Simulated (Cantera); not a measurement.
Cantera with NASA thermochemical tables; ideal gases at 1 bar, condensed phases pure. Values are per mole of reaction as written; species without (g) are pure solids or liquids, kept so even where they would boil at 1 bar.

2 NaI → 2 Na(g) + I2(g)

| T (K) | ΔH° (kJ) | ΔS° (J/K) | ΔG° (kJ) | log10 K | condensed phases |
|---|---|---|---|---|---|
| 300 | … | … | … | … | NaI(s) |
| 873 | … | … | … | … | NaI(s) |
| 923 | 831.9 | 334.8 | 522.8 | -29.59 | NaI(s) |
| 973 | 782.3 | 281.7 | 508.2 | -27.28 | NaI(l) |
| 1023 | 779.8 | 279.2 | 494.1 | -25.23 | NaI(l) |
| 1073 | 777.3 | 276.8 | 480.2 | -23.38 | NaI(l) |
| 1123 | … | … | … | … | NaI(l) |
| 1173 | … | … | … | … | NaI(l) |

### Question
Some entries are withheld; supply them.

### Answer

- 300, ΔH° (kJ): 852.7
- 300, ΔS° (J/K): 371.0
- 300, ΔG° (kJ): 741.4
- 300, log10 K: -129.09
- 873, ΔH° (kJ): 833.8
- 873, ΔS° (J/K): 337.0
- 873, ΔG° (kJ): 539.6
- 873, log10 K: -32.29
- 1123, ΔH° (kJ): 774.8
- 1123, ΔS° (J/K): 274.6
- 1123, ΔG° (kJ): 466.4
- 1123, log10 K: -21.70
- 1173, ΔH° (kJ): 772.3
- 1173, ΔS° (J/K): 272.4
- 1173, ΔG° (kJ): 452.8
- 1173, log10 K: -20.16
